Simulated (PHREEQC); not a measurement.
A PHREEQC input (ion-association model, phreeqc.dat):

```
SOLUTION 1
  temp 20
  units mg/L
  pH 5.99
  pe 12.2
  Na 0.413
  K 0.00022
  Ca 4.62
  Mg 3
  Cl 2.58
  S(6) 3.93 as SO4
  Alkalinity 20.6 as HCO3 charge
  B 0.0062
  Cd 0.0521
END
USE solution 1
EQUILIBRIUM_PHASES 1
  CO2(g) -2 10
END
```

It stops with these messages:

```
ERROR: Alkalinity cannot be used with charge balance or solution phase boundary constraints.
ERROR: Program terminating due to input errors.
```

The fault: charge balance asked on alkalinity. The line should read `as HCO3` where the input has `as HCO3 charge`. With the mend the run ends at pH 6.30 and ionic strength 0.000768 mol/kgw.
